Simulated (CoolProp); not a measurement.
Computed with CoolProp (reference Helmholtz-energy equation of state, de Reuck 1990).

Question: For fluorine, give the phase and the cp (kJ/(kg K)), speed of sound (m/s) at 133.2 K and 0.101 MPa.

Answer: 
- 133.2 K and 0.101 MPa: gas; cp 0.780, speed of sound 201
